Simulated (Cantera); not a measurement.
What does this Cantera script print?

```python
import numpy as np
import cantera as ct

gas_names = """
    N NO NO2 NO3 N2 N2O O O2 O3 V VN VO VO2
""".split()
cond_names = """
    V(cr) V(L) VN(s) VO(s) VO(L) V2O3(s) V2O3(L) V2O4(I) V2O4(II) V2O4(L) V2O5(s) V2O5(L)
""".split()


def load(file, names, dense=False):
    # The tables refer to 1 bar. Condensed volumes are neglected.
    table = {s.name: s for s in ct.Species.list_from_file(file)}
    out = []
    for n in names:
        d = dict(table[n].input_data)
        d["thermo"] = dict(d["thermo"], **{"reference-pressure": 1e5})
        if dense:
            d["equation-of-state"] = {"model": "constant-volume", "density": "1e6 g/cm^3"}
        out.append(ct.Species.from_dict(d))
    return out


gas = ct.Solution(thermo="ideal-gas", species=load("nasa_gas.yaml", gas_names))
cond = {s.name: ct.Solution(thermo="fixed-stoichiometry", species=[s], name=s.name)
        for s in load("nasa_condensed.yaml", cond_names, dense=True)}
atoms = {
    'V': {'V': 1},
    'N2O': {'N': 2, 'O': 1},
    'N2': {'N': 2},
}
top_T = {'VN(s)': 2300}  # K; cautious upper limits of use, not melting points


def equilibrate(T, P, feed):
    n = {}
    for name, mol in feed.items():
        for a, k in atoms[name].items():
            n[a] = n.get(a, 0.0) + k * mol
    gas.TPX = T, P, n
    mass = sum(n.values()) * gas.mean_molecular_weight
    gas.equilibrate("TP")
    valid = [c for c in cond.values() if c.min_temp <= T <= top_T.get(c.name, c.max_temp)]
    mix = ct.Mixture([(gas, mass / gas.mean_molecular_weight)] + [(c, 0.0) for c in valid])
    mix.T, mix.P = T, P
    mix.equilibrate("TP", solver="vcs", rtol=1e-11, max_steps=5000)
    return mix


results = []
feed = {'V': 1, 'N2O': 1, 'N2': 1.5}  # mol
T = 2150  # K
P = 1333.22  # Pa
mix = equilibrate(T, P, feed)
results.append((T, P, feed, dict(zip(mix.species_names, mix.species_moles))))
print(gas.report(threshold=0.0001))
for i in range(1, mix.n_phases):
    print(f"{mix.phase(i).name:16s} {mix.phase_moles(i):12.5e} mol")
```

Output:

```
       temperature   2150 K
          pressure   1333.2 Pa
           density   0.0020946 kg/m^3
  mean mol. weight   28.085 kg/kmol
   phase of matter   gas

                          1 kg             1 kmol
                     ---------------   ---------------
          enthalpy        2.1994e+06        6.1771e+07  J
   internal energy        1.5629e+06        4.3895e+07  J
           entropy             10353        2.9076e+05  J/K
    Gibbs function       -2.0059e+07       -5.6337e+08  J
 heat capacity c_p            1291.4             36268  J/K
 heat capacity c_v            995.33             27954  J/K

                      mass frac. Y      mole frac. X     chem. pot. / RT
                     ---------------   ---------------   ---------------
                N2           0.99565           0.99817           -31.507
                 V        0.00066123        0.00036455           -8.6463
                VO         0.0026152         0.0010972           -36.358
               VO2         0.0010747         0.0003639            -64.07
     [   +9 minor]        8.1123e-07        8.3942e-07

V(cr)             0.00000e+00 mol
VN(s)             0.00000e+00 mol
VO(L)             9.95427e-01 mol
V2O3(s)           0.00000e+00 mol
V2O4(L)           0.00000e+00 mol
V2O5(L)           0.00000e+00 mol
```

Equilibrium computed with Cantera from the NASA thermochemical tables; the gas is ideal and each condensed phase is pure. VO: taken at fixed stoichiometry.
